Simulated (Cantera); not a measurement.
A closed system holds: 1 mol SiF₄, 4 mol O₂, 2.4 mol N₂, at 577 °C and 100000 Pa.

These are equilibrium values from Cantera (NASA tables, ideal gas, pure condensed phases), not measurements of a reactor. Candidate condensed phases: Si, SiO₂, Si₂N₂O, Si₃N₄; 28 gas species. Equilibrium is a limit: real reactors are often held back by kinetics, nucleation or transport.

Base state: O₂ 0.541, N₂ 0.324, SiF₄ 0.135 (mole fractions); condensed: gas only.

Problem. What changes in the equilibrium state with this change: 0.012 mol H₂ added?

Solution. 
```tsv
species	before	after
O₂	0.541	0.539
N₂	0.324	0.324
SiF₄	0.135	0.134
HF	0	0.00293
H₂O	0	0.000156
SiO₂(β-quartz), mol	0	0.00542
```
Further candidate phases: H₂O.
